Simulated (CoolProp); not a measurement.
Vapour-liquid equilibrium of benzene (1) + n-dodecane (2) at 394.6 K; x and y are mole fractions of (1).

The numbers come from the multi-fluid Helmholtz-energy mixture model, Thol 2012 and Lemmon 2004; pair parameters Bell 2016 in CoolProp.

Q: Give the bubble pressure and the first vapour's composition at x = 0.5, 0.725, 0.95. Is there an azeotrope?

A: x = 0.5: 0.1554 MPa, y = 0.982; x = 0.725: 0.2232 MPa, y = 0.992; x = 0.95: 0.2941 MPa, y = 0.999. No azeotrope shows between x = 0.05 and 0.95.

Pair parameters are fitted to limited data, so mixtures are less certain than the pure fluids.
